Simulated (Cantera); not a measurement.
## SiH2Cl2 + Cl2 + H2 (silicon epitaxy and polysilicon growth)

Charge: 1 mol SiH2Cl2, 0.04 mol Cl2, 7.1 mol H2, equilibrated at 873 K and 1.33 mbar.

Method: chemical equilibrium by Gibbs-energy minimisation in Cantera with the NASA 1993 tables (ideal gas, pure condensed phases). Candidate condensed phases: Si; 19 gas species. The tables' values for SiCl3 are old estimates; treat these amounts as uncertain. The numbers say what is thermodynamically allowed, not how fast it happens.

| Quantity | Result |
|---|---|
| x(H2) | 0.927 |
| x(SiCl4) | 0.0508 |
| x(HCl) | 0.0149 |
| x(SiHCl3) | 0.00676 |
| x(SiCl3) | 0.000513 |
| x(SiCl2) | 0.000305 |
| x(SiH2Cl2) | 8.19e-5 |
| n(Si(s)) | 0.495 mol |
| gas amount | 8.640 mol |
